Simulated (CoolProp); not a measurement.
Saturated liquid density (kg/m³) of C2F6 (R116): the reference equation beside estimates from Tc = 293.0 K, pc = 3.048 MPa, ω = 0.257. Rackett uses Z = 0.29056 − 0.08775 ω.

Values from CoolProp's reference Helmholtz-energy equation of state, Lemmon 2006. It is a short technical equation, of lower accuracy than the large ones.

```
T (K)  reference  Rackett  van der Waals  Redlich-Kwong  Soave-Redlich-Kwong  Peng-Robinson
-----  ---------  -------  -------------  -------------  -------------------  -------------
188.2       1635     1719           1032           1512                 1565            [?]
193         1614     1696           1020           1489                 1544            [?]
197.7       1593     1674           1007           1466                 1522           1722
202.5       1571     1651          993.0           1442                 1500           1698
207.2       1550      [?]          979.3            [?]                 1477           1672
212         1527      [?]          964.8           1392                  [?]           1645
216.7       1504     1579          950.1           1366                 1427           1617
221.5       1480     1553          934.6           1338                 1400           1587
226.2       1456     1527          918.8           1310                 1372           1556
231         1430     1499          902.1           1280                 1342           1523
235.8       1403     1471          884.7           1248                 1311           1487
240.5       1376     1442          866.8           1216                 1278           1451
```

Task: Complete the blanks.

Result: 
- 188.2, Peng-Robinson: 1768
- 193, Peng-Robinson: 1746
- 207.2, Rackett: 1628
- 207.2, Redlich-Kwong: 1418
- 212, Rackett: 1603
- 212, Soave-Redlich-Kwong: 1452

Absolute difference from the reference over all 12 rows, mean and median: Rackett 5.0 and 5.0 %, van der Waals 36.9 and 36.8 %, Redlich-Kwong 9.2 and 9.0 %, Soave-Redlich-Kwong 5.3 and 5.0 %, Peng-Robinson 7.3 and 7.6 %.
